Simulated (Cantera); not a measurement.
Feed: 1 mol Si, 0.74 mol Cl2, 25 mol H2, equilibrated at 3.90 Pa.

These are equilibrium values from Cantera (NASA tables, ideal gas, pure condensed phases), not measurements of a reactor. Candidate condensed phases: Si; 19 gas species. The tables' values for SiCl3 are old estimates; treat these amounts as uncertain. Rates play no part. All values below are at 1150 K.

Base state: H2 0.948, HCl 0.0470, SiCl2 0.00512, SiCl3 7.49e-5, SiCl4 1.20e-5, H 1.16e-5 (mole fractions); condensed: Si(s).

Question: What changes in the equilibrium state with this change: H2 from 25 to 91 mol?

Answer: 
```tsv
species	before	after
H2	0.948	0.984
HCl	0.0470	0.0151
SiCl2	0.00512	0.000510
SiCl4	1.20e-5	1.19e-7
SiCl3	7.49e-5	2.35e-6
H	1.16e-5	1.19e-5
Si(s), mol	0.866	0.953
```
